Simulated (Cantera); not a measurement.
Input (Python, Cantera):

```python
import numpy as np
import cantera as ct

gas = ct.Solution("gri30.yaml")
gas.TPX = 450, 780000, {'CH4': 1, 'O2': 1.33, 'N2': 4.4}
inlet = ct.Reservoir(gas, clone=True)
gas.equilibrate("HP")  # start burning
reactor = ct.IdealGasConstPressureReactor(gas, energy="on", clone=False)
exhaust = ct.Reservoir(gas, clone=True)
tau = [0.024, 0.012, 0.0058, 0.0028, 0.0014, 0.00068, 0.00033, 0.00016, 8e-05, 3.9e-05, 1.9e-05, 9.5e-06, 4.6e-06][0]
for a, b in ((inlet, reactor), (reactor, exhaust)):
    ct.MassFlowController(a, b, mdot=lambda t: reactor.mass / tau)
net = ct.ReactorNet([reactor])
show = ['CH4', 'O2', 'HCO', 'NO2', 'C2H2', 'C2H4']

rows = []
print(f"{'tau/s':>10s}{'T/K':>9s}" + "".join(f"{s:>11s}" for s in show))
for tau in [0.024, 0.012, 0.0058, 0.0028, 0.0014, 0.00068, 0.00033, 0.00016, 8e-05, 3.9e-05, 1.9e-05, 9.5e-06, 4.6e-06]:
    net.initial_time = 0.0
    net.advance(30 * tau)
    before = gas.X
    net.advance(40 * tau)
    drift = np.max(np.abs(gas.X - before) / (gas.X + 1e-9))
    rows.append([gas.T, *gas[show].X, drift])
    print(f"{tau:10.3e}{gas.T:9.1f}" + "".join(f"{x:11.3e}" for x in gas[show].X))
```

Output:

```
     tau/s      T/K        CH4         O2        HCO        NO2       C2H2       C2H4
 2.400e-02   2116.1  1.093e-03  1.355e-04  1.080e-07  4.122e-10  2.379e-04  2.775e-06
 1.200e-02   2118.4  1.720e-03  2.592e-04  1.313e-07  5.556e-10  5.448e-04  7.167e-06
 5.800e-03   2120.7  2.571e-03  5.046e-04  1.745e-07  7.472e-10  1.081e-03  1.719e-05
 2.800e-03   2121.4  3.608e-03  9.699e-04  2.530e-07  9.967e-10  1.807e-03  3.747e-05
 1.400e-03   2118.4  4.773e-03  1.787e-03  3.878e-07  1.309e-09  2.579e-03  7.422e-05
 6.800e-04   2107.6  6.259e-03  3.369e-03  6.433e-07  1.724e-09  3.340e-03  1.472e-04
 3.300e-04   2080.7  8.364e-03  6.513e-03  1.116e-06  2.182e-09  3.944e-03  2.984e-04
 1.600e-04   2005.7  1.287e-02  1.471e-02  2.013e-06  2.329e-09  4.205e-03  7.356e-04
 8.000e-05    450.0  1.486e-01  1.976e-01 -5.224e-36 -1.114e-20 -1.215e-17 -1.824e-17
 3.900e-05    450.0  1.486e-01  1.976e-01 -3.227e-39 -6.887e-24 -7.510e-21 -1.127e-20
 1.900e-05    450.0  1.486e-01  1.976e-01 -2.039e-40 -4.350e-25 -4.744e-22 -7.122e-22
 9.500e-06    450.0  1.486e-01  1.976e-01 -1.288e-41 -2.748e-26 -2.997e-23 -4.499e-23
 4.600e-06    450.0  1.486e-01  1.976e-01 -8.135e-43 -1.736e-27 -1.893e-24 -2.842e-24
```

Cantera simulation using GRI-Mech 3.0 (53 species, 325 reactions); the numbers are that mechanism's predictions, not measurements.
